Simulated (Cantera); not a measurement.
Charge: 1 mol MgSO₄, 0.23 mol CO₂, equilibrated at 1898.15 K and 9.00 Torr.

Method: chemical equilibrium by Gibbs-energy minimisation in Cantera with the NASA 1993 tables (ideal gas, pure condensed phases). Rates play no part.

| species | before | after |
|---|---|---|
| SO₂ | 0.576 | 0.660 |
| O₂ | 0.289 | 0.330 |
| CO₂ | 0.132 | 0.00786 |
| CO | 0.00120 | 6.74e-5 |
| SO₃ | 0.000258 | 0.000315 |
| SO | 0.000550 | 0.000589 |
| O | 0.00144 | 0.00154 |
| MgO(s), mol | 1.000 | 1.000 |
Gas species are given as mole fractions.

Question: What was changed between the two runs?
(A) temperature from 1898.15 K to 725 K
(B) CO₂ from 0.23 to 0.012 mol
(C) CO₂ from 0.23 to 0.34 mol
(D) temperature from 1898.15 K to 2048.15 K

Answer: B, CO₂ from 0.23 to 0.012 mol
